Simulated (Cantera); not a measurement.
Cantera run, input and output.

```python
import numpy as np
import cantera as ct

gas = ct.Solution("gri30.yaml")


def delay(T, t_max=10):
    gas.TPX = T, 140000, {'CH3OH': 1, 'O2': 1.36, 'N2': 8.73}
    reactor = ct.IdealGasConstPressureReactor(gas, clone=False)
    net = ct.ReactorNet([reactor])
    net.rtol, net.atol = 1e-8, 1e-16
    while net.time < t_max:
        t_old, T_old = net.time, reactor.T
        net.step()
        if reactor.T > T + 400:  # ignition: a rise of 400 K
            return t_old + (T + 400 - T_old) / (reactor.T - T_old) * (net.time - t_old)
    return np.nan


taus = []
for T in [1173, 1248, 1323, 1398, 1473, 1548, 1623, 1698, 1773, 1848]:
    taus.append(delay(T))
    print(f"T0 = {T:6g} K   tau = {taus[-1]:.4e} s")
```

Output:

```
T0 =   1173 K   tau = 1.2570e-02 s
T0 =   1248 K   tau = 3.7703e-03 s
T0 =   1323 K   tau = 1.3328e-03 s
T0 =   1398 K   tau = 5.4557e-04 s
T0 =   1473 K   tau = 2.5394e-04 s
T0 =   1548 K   tau = 1.3171e-04 s
T0 =   1623 K   tau = 7.4669e-05 s
T0 =   1698 K   tau = 4.6212e-05 s
T0 =   1773 K   tau = 3.1680e-05 s
T0 =   1848 K   tau = 2.3821e-05 s
```

Computed with Cantera and GRI-Mech 3.0 (53 species, 325 reactions). GRI-Mech 3.0 was tuned for natural gas; its chemistry of methanol as a main component is partial and can be far from experiment.
